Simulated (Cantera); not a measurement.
Input: 1 mol acetone, 0.41 mol NH₃, 11 mol N₂, held at 1502 °C.

These are equilibrium values from Cantera (NASA tables, ideal gas, pure condensed phases), not measurements of a reactor. Candidate condensed phases: C, C₆H₆, C₇H₈, C₈H₁₈, H₂O; 136 gas species. The feed counts by its element totals alone. Kinetics and transport are ignored.

At 46.0 mbar, list the 4 most abundant gas species with their mole fractions, and the condensed phases.

N₂ 0.707, H₂ 0.227, CO 0.0632, HCN 0.00217. Condensed: C(graphite).
